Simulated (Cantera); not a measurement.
Mixture: CO : H₂ : CH₄ : O₂ : N₂ = 1 : 1.2 : 0.19 : 2.11 : 7.95 (molar parts), equivalence ratio 0.70, at 680000 Pa, adiabatic and at constant pressure. Ignition delay is the time to a rise of 400 K.

Cantera simulation using GRI-Mech 3.0 (53 species, 325 reactions); the numbers are that mechanism's predictions, not measurements. Below about 1000 K GRI-Mech 3.0 lacks low-temperature oxidation paths. Below about 950 K walls govern HO2 and H2O2 in real vessels.

Question: What does this change do: 1.1 parts CO2 added?

Answer: 
| quantity | before | after |
|---|---|---|
| delay at 900 K | 0.116 s | 0.131 s |
| delay at 1000 K | 6.90 ms | 8.23 ms |
| delay at 1100 K | 0.441 ms | 0.589 ms |
| delay at 1200 K | 43.6 µs | 57.5 µs |
| delay at 1300 K | 12.8 µs | 15.5 µs |
| apparent activation energy between 1200 and 1300 K | 160 kJ/mol | 170 kJ/mol |

Question: What does this change do: pressure from 680000 Pa to 330000 Pa?

Answer: 
```
quantity                                                before       after
--------------------------------------------------  ----------  ----------
delay at 900 K                                         0.116 s     0.140 s
delay at 1000 K                                        6.90 ms     4.68 ms
delay at 1100 K                                       0.441 ms    0.183 ms
delay at 1200 K                                        43.6 µs     40.3 µs
delay at 1300 K                                        12.8 µs     18.6 µs
apparent activation energy between 1200 and 1300 K  160 kJ/mol  100 kJ/mol
```
